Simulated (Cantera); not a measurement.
A closed system holds: 1 mol Si, 0.074 mol N₂O, 9.3 mol H₂, held at 0.00750 Torr.

Cantera equilibrium calculation (NASA polynomials, part measured and part estimated; ideal gas, pure solids and liquids). Candidate condensed phases: H₂O, Si, SiO₂, Si₂N₂O, Si₃N₄; 35 gas species. Mutual solubility and eutectic melting of coexisting phases are not modelled. Gases not in the tables: Si₂H₆ and higher silanes. The numbers say what is thermodynamically allowed, not how fast it happens.

Problem. What share of the Si ends up in condensed phases as a function of T (°C), at 925, 1000, 1075, 1150, 1225, 1300, 1375, 1450, 1525?

Solution. 
```csv
T (°C),Si condensed (%),as
925,99.9,Si(s) + Si₂N₂O(s)
1000,98.4,Si(s) + Si₂N₂O(s)
1075,92.6,Si(s)
1150,92.5,Si(s)
1225,91.6,Si(s)
1300,87.3,Si(s)
1375,66.9,Si(s)
1450,0.0,-
1525,0.0,-
```
